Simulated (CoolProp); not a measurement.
Properties of ethanol at several states.

Values from CoolProp's reference Helmholtz-energy equation of state, Schroeder 2014.

```tsv
T (°C)	p (bar)	phase	Z	cp (kJ/(kg K))	cv (kJ/(kg K))	expansivity (1/kK)
211.15	198	liquid	…	4.031	…	2.537
283.85	14.5	gas	0.9513	…	2.159	…
156.05	86.2	liquid	0.1688	…	…	2.152
-19.45	142	liquid	0.3726	…	1.770	…
```

### Question
Some entries are withheld; supply them.

### Answer

- 211.15, Z: 0.3742
- 211.15, cv (kJ/(kg K)): 2.938
- 283.85, cp (kJ/(kg K)): 2.418
- 283.85, expansivity (1/kK): 2.263
- 156.05, cp (kJ/(kg K)): 3.764
- 156.05, cv (kJ/(kg K)): 2.873
- -19.45, cp (kJ/(kg K)): 2.138
- -19.45, expansivity (1/kK): 0.9616
